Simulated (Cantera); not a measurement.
Oxide etching and cleaning by halides: B2O3 + NF3 + N2 + F2

Charge: 1 mol B2O3, 18 mol NF3, 8.1 mol N2, 0.78 mol F2, held at 1825 K and 57.0 mbar.

Equilibrium computed with Cantera from the NASA thermochemical tables; the gas is ideal and each condensed phase is pure. Candidate condensed phases: B, BN, B2O3; 31 gas species. The numbers say what is thermodynamically allowed, not how fast it happens.

- x(F) = 0.706
- x(N2) = 0.243
- x(BF3) = 0.0285
- x(O2) = 0.0209
- x(NO) = 0.000793
- x(F2) = 0.000349
- x(O) = 9.31e-5
- x(FO) = 1.04e-5
- gas amount = 70.14 mol
- log10 activity of B(s) (absent) = -25.00
